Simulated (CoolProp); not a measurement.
Vapour-liquid equilibrium of R13 (1) + n-butane (2) at -11.25 °C; x and y are mole fractions of (1).

The numbers come from the multi-fluid Helmholtz-energy mixture model, Platzer 1990 and Bücker 2006; pair parameters Bell 2016 in CoolProp. This equation is an older, rougher fit; its heat capacities, sound speeds and derivatives of the liquid may be far off and weren't checked against measurements.

```json
[
 {"x": "0.05", "bubble pressure, mixture model (MPa)": "0.1873", "bubble pressure, Raoult's law (MPa)": "0.1360", "y, mixture model": "0.648", "y, Raoult's law": "0.539"},
 {"x": "0.15", "bubble pressure, mixture model (MPa)": "0.3917", "bubble pressure, Raoult's law (MPa)": "0.2758", "y, mixture model": "0.835", "y, Raoult's law": "0.796"},
 {"x": "0.25", "bubble pressure, mixture model (MPa)": "0.5551", "bubble pressure, Raoult's law (MPa)": "0.4156", "y, mixture model": "0.887", "y, Raoult's law": "0.881"},
 {"x": "0.35", "bubble pressure, mixture model (MPa)": "0.6890", "bubble pressure, Raoult's law (MPa)": "0.5555", "y, mixture model": "0.913", "y, Raoult's law": "0.923"},
 {"x": "0.45", "bubble pressure, mixture model (MPa)": "0.8036", "bubble pressure, Raoult's law (MPa)": "0.6953", "y, mixture model": "0.929", "y, Raoult's law": "0.948"},
 {"x": "0.55", "bubble pressure, mixture model (MPa)": "0.9081", "bubble pressure, Raoult's law (MPa)": "0.8352", "y, mixture model": "0.942", "y, Raoult's law": "0.964"},
 {"x": "0.65", "bubble pressure, mixture model (MPa)": "1.010", "bubble pressure, Raoult's law (MPa)": "0.9750", "y, mixture model": "0.953", "y, Raoult's law": "0.976"},
 {"x": "0.75", "bubble pressure, mixture model (MPa)": "1.118", "bubble pressure, Raoult's law (MPa)": "1.115", "y, mixture model": "0.964", "y, Raoult's law": "0.985"},
 {"x": "0.85", "bubble pressure, mixture model (MPa)": "1.239", "bubble pressure, Raoult's law (MPa)": "1.255", "y, mixture model": "0.976", "y, Raoult's law": "0.992"},
 {"x": "0.95", "bubble pressure, mixture model (MPa)": "1.382", "bubble pressure, Raoult's law (MPa)": "1.395", "y, mixture model": "0.991", "y, Raoult's law": "0.998"}
]
```

The largest gap from Raoult's law is +42.0 % in bubble pressure, at x = 0.15. No azeotrope shows between x = 0.05 and 0.95.

Pair parameters are fitted to limited data, so mixtures are less certain than the pure fluids. The gap from Raoult's law changes sign with composition, which may be real or a fault of the pair parameters; it wasn't checked against measurements.
